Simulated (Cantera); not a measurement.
Input: 1 mol BCl3, 1.6 mol H2, 66 mol N2, equilibrated at 675 °C and 13.3 mbar.

These are equilibrium values from Cantera (NASA tables, ideal gas, pure condensed phases), not measurements of a reactor. Candidate condensed phases: B, BN, NH4Cl; 21 gas species. N2 is the only nitrogen source here; it is nearly inert below about 1500 K, so the nitride shown seldom forms there in practice. Kinetics and transport are ignored.

Base state: N2 0.955, HCl 0.0437, H2 0.00146 (mole fractions); condensed: BN(s).

### Question
What changes in the equilibrium state with this change: BCl3 replaced by BF3?

### Answer
```
species      before    after
----------  -------  -------
N2            0.955    0.962
H2          0.00146   0.0226
BF3               0   0.0141
HCl          0.0437        0
HF                0  0.00135
BN(s), mol    1.000   0.0309
```

### Question
What changes in the equilibrium state with this change: H2 from 1.6 to 1.1 mol?

### Answer
```csv
species,before,after
N2,0.955,0.964
HCl,0.0437,0.0323
BCl3,8.62e-7,0.00392
H2,0.00146,2.89e-6
"BN(s), mol",1.000,0.733
```
